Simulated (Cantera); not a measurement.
A perfectly stirred reactor is fed with NH3 : H2 = 1 : 2.1 (molar parts), at 1.01 bar; it is held at 1475 K, and followed from long to short residence time.

Computed with Cantera and the gas-phase N/H chemistry of the illustrative SiF4/NH3 mechanism in the Surface Chemkin manual (1991). Walls and surfaces, which speed up NH3 decomposition in real reactors, are not modelled.

### Question
What does this change do: temperature 1475 to 1850 K?

### Answer
| quantity | before | after |
|---|---|---|
| x(NH3) at τ = 15.0 s | 0.306 | 0.0178 |
| x(H2) at τ = 15.0 s | 0.688 | 0.867 |
| x(NH2) at τ = 15.0 s | 9.26e-6 | 2.54e-5 |
| x(N) at τ = 15.0 s | 1.79e-10 | 5.18e-8 |
| x(H) at τ = 15.0 s | 9.65e-6 | 0.000451 |
| x(NH3) at τ = 47.0 ms | 0.323 | 0.274 |
| x(H2) at τ = 47.0 ms | 0.677 | 0.707 |
| x(NH2) at τ = 47.0 ms | 9.14e-6 | 0.000222 |
| x(N) at τ = 47.0 ms | 1.55e-10 | 1.38e-7 |
| x(H) at τ = 47.0 ms | 8.88e-6 | 0.000210 |

### Question
What does this change do: pressure from 1.01 bar to 60.0 Torr?

### Answer
```
quantity                 before     after
---------------------  --------  --------
x(NH3) at τ = 15.0 s      0.306     0.314
x(H2) at τ = 15.0 s       0.688     0.682
x(NH2) at τ = 15.0 s    9.26e-6   2.13e-5
x(N) at τ = 15.0 s     1.79e-10   2.03e-9
x(H) at τ = 15.0 s      9.65e-6   2.14e-5
x(NH3) at τ = 47.0 ms     0.323     0.323
x(H2) at τ = 47.0 ms      0.677     0.677
x(NH2) at τ = 47.0 ms   9.14e-6   5.19e-6
x(N) at τ = 47.0 ms    1.55e-10  2.85e-11
x(H) at τ = 47.0 ms     8.88e-6   5.04e-6
```
